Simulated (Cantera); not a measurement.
## Diamond growth

A diamond (100) surface in a fixed gas of H2 with x(CH4) = 0.024, x(CH3) = 0.00014, at 975 K, 1900 Pa; coverages are run to steady state.

Detailed kinetics in Cantera: the Harris–Goodwin 1993 mechanism for the reconstructed diamond (100) surface.

```csv
x(H),growth (µm/h),θ c6HH,θ c6H*,θ c6*H,θ c6**,θ c6HM
0.0001,0.222,0.520,0.0121,0.267,0.00313,0.147
0.00025,0.456,0.529,0.0131,0.289,0.00480,0.122
0.00061,0.741,0.557,0.0142,0.313,0.00622,0.0818
0.0015,0.984,0.585,0.0151,0.333,0.00721,0.0443
0.0037,1.13,0.603,0.0157,0.345,0.00775,0.0207
0.0091,1.20,0.613,0.0160,0.351,0.00801,0.00895
0.022,1.24,0.617,0.0162,0.354,0.00813,0.00380
0.055,1.25,0.618,0.0164,0.355,0.00819,0.00154
0.14,1.26,0.619,0.0167,0.355,0.00826,0.000608
```
θ: site fractions in the mechanism's names (c6HH fully hydrogenated, c6H* and c6*H radical sites, c6** diradical, c6HM methylated).
